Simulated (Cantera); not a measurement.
Cantera run:

```python
import numpy as np
import cantera as ct

gas_names = [...]  # 113 gases of nasa_gas.yaml made of C, H, O, Ta
cond_names = """
    C(gr) C6H6(L) C7H8(L) C8H18(L),n-octa H2O(s) H2O(L) Ta(cr) Ta(L) TaC(s) TaC(L) Ta2O5(s) Ta2O5(L)
""".split()


# ... load() reads the species with a 1 bar reference pressure and builds the phases ...
atoms = {
    'Ta(OEt)5': {'Ta': 1, 'C': 10, 'H': 25, 'O': 5},
    'H2O': {'H': 2, 'O': 1},
    'H2': {'H': 2},
}
top_T = {'C(gr)': 4500}  # K; cautious upper limits of use, not melting points


# ... equilibrate(T, P, feed) seeds the gas with the atoms and calls Mixture.equilibrate('TP', solver="vcs", rtol=1e-11, max_steps=5000) ...
results = []
feed = {'Ta(OEt)5': 1, 'H2O': 4.3, 'H2': 4.2}  # mol
T = 2150  # K
P = 31  # Pa
mix = equilibrate(T, P, feed)
results.append((T, P, feed, dict(zip(mix.species_names, mix.species_moles))))
print(gas.report(threshold=1e-06))
for i in range(1, mix.n_phases):
    print(f"{mix.phase(i).name:16s} {mix.phase_moles(i):12.5e} mol")
```

Output:

```
       temperature   2150 K
          pressure   31 Pa
           density   1.5811e-05 kg/m^3
  mean mol. weight   9.1174 kg/kmol
   phase of matter   gas

                          1 kg             1 kmol
                     ---------------   ---------------
          enthalpy        6.9512e+06        6.3377e+07  J
   internal energy        4.9906e+06        4.5501e+07  J
           entropy             30697        2.7987e+05  J/K
    Gibbs function       -5.9046e+07       -5.3835e+08  J
 heat capacity c_p            3591.5             32745  J/K
 heat capacity c_v            2679.6             24430  J/K

                      mass frac. Y      mole frac. X     chem. pot. / RT
                     ---------------   ---------------   ---------------
                CO           0.85955           0.27979           -43.488
                 H          0.019525            0.1766           -14.201
                H2           0.12019           0.54357           -28.402
               H2O        1.6037e-05        8.1161e-06           -61.122
               TaO        0.00069377        3.2117e-05           -41.326
     [ +108 minor]        2.2458e-05        2.0007e-06

C(gr)             0.00000e+00 mol
Ta(cr)            2.97479e-01 mol
TaC(s)            7.01428e-01 mol
Ta2O5(L)          0.00000e+00 mol
```

Method: chemical equilibrium by Gibbs-energy minimisation in Cantera with the NASA 1993 tables (ideal gas, pure condensed phases). The feed counts by its element totals alone. Mutual solubility and eutectic melting of coexisting phases are not modelled. TaC: taken at fixed stoichiometry. Condensed phases not in the tables: Ta2C, N, O or C dissolved in the metal.
